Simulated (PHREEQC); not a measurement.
Make-up at 80 °C: 76 mmol/kgw KHCO3, 0.18 mmol/kgw NaF and 4 mmol/kgw LiCl. Closed to the air; pH follows from the charge balance.

Computed with PHREEQC (ion-association model, wateq4f.dat).

This is a speciation only: nothing precipitates in the calculation.

Problem. Order these Na species by the share of Na that they hold, largest first: NaCO3-, NaHCO3, Na+.

Solution. Na+ (90 %), NaCO3- (7.6 %), NaHCO3 (2.2 %)

The pH is 8.01 and the ionic strength 0.0813 mol/kgw. Constants without temperature data keep their 25 °C values here.
